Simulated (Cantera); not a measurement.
What does this Cantera script print?

```python
import numpy as np
import cantera as ct

gas_names = [...]  # 151 gases of nasa_gas.yaml made of C, H, N, O, Si
cond_names = """
    C(gr) C6H6(L) C7H8(L) C8H18(L),n-octa H2O(s) H2O(L) Si(cr) Si(L) SiC(b) SiO2(Lqz) SiO2(hqz) SiO2(L)
    Si2N2O(s) Si3N4(a)
""".split()


# ... load() reads the species with a 1 bar reference pressure and builds the phases ...
atoms = {
    'SiH4': {'Si': 1, 'H': 4},
    'CO2': {'C': 1, 'O': 2},
    'N2': {'N': 2},
    'NO': {'N': 1, 'O': 1},
}
top_T = {'C(gr)': 4500, 'SiC(b)': 3050, 'Si2N2O(s)': 2100, 'Si3N4(a)': 2400}  # K; cautious upper limits of use, not melting points


# ... equilibrate(T, P, feed) seeds the gas with the atoms and calls Mixture.equilibrate('TP', solver="vcs", rtol=1e-11, max_steps=5000) ...
results = []
feed = {'SiH4': 1, 'CO2': 1, 'N2': 1.4, 'NO': 1.1}  # mol
P = 320  # Pa
for T in [823, 873, 923, 973, 1023, 1073, 1123, 1173, 1223, 1273, 1323, 1373, 1423]:
    mix = equilibrate(T, P, feed)
    results.append((T, P, feed, dict(zip(mix.species_names, mix.species_moles))))

top = {s: max(r[3][s] / sum(r[3][g] for g in gas_names) for r in results) for s in gas_names}
cols = sorted((s for s in top if top[s] > 0.0001), key=lambda s: -top[s])[:7]
seen = [c for c in cond_names if any(r[3].get(c, 0) > 1e-12 for r in results)]
print("log10 of partial pressures in bar; condensed amounts in mol")
print(f"{'T/K':>10s}" + "".join(f"{s[:9]:>10s}" for s in cols + seen))
for T, P, feed, n in results:
    ng = sum(n[g] for g in gas_names)
    print(f"{T:10.4g}" + "".join(f"{np.log10(max(n[s] / ng * P / 1e5, 1e-99)):10.3f}" for s in cols)
          + "".join(f"{n.get(c, 0):10.4g}" for c in seen))
```

Output:

```
log10 of partial pressures in bar; condensed amounts in mol
       T/K        H2        N2        CO       H2O       CO2       CH4 SiO2(Lqz) SiO2(hqz)
       823    -2.897    -2.899    -3.218    -4.620    -4.384    -6.197         1         0
       873    -2.898    -2.899    -3.215    -4.548    -4.439    -7.080         0         1
       923    -2.899    -2.899    -3.212    -4.489    -4.491    -7.865         0         1
       973    -2.901    -2.899    -3.209    -4.443    -4.544    -8.566         0         1
      1023    -2.902    -2.899    -3.207    -4.406    -4.595    -9.194         0         1
      1073    -2.903    -2.899    -3.205    -4.377    -4.645    -9.760         0         1
      1123    -2.904    -2.899    -3.203    -4.353    -4.692   -10.273         0         1
      1173    -2.904    -2.899    -3.202    -4.334    -4.737   -10.741         0         1
      1223    -2.905    -2.899    -3.201    -4.319    -4.779   -11.169         0         1
      1273    -2.905    -2.899    -3.200    -4.306    -4.819   -11.562         0         1
      1323    -2.906    -2.899    -3.199    -4.295    -4.856   -11.924         0         1
      1373    -2.906    -2.899    -3.198    -4.286    -4.891   -12.259         0         1
      1423    -2.907    -2.899    -3.198    -4.278    -4.924   -12.569         0         1
```

Method: chemical equilibrium by Gibbs-energy minimisation in Cantera with the NASA 1993 tables (ideal gas, pure condensed phases). The tables hold silica as quartz up to 1696 K and as liquid above; real silica turns to tridymite and cristobalite and melts near 1996 K.
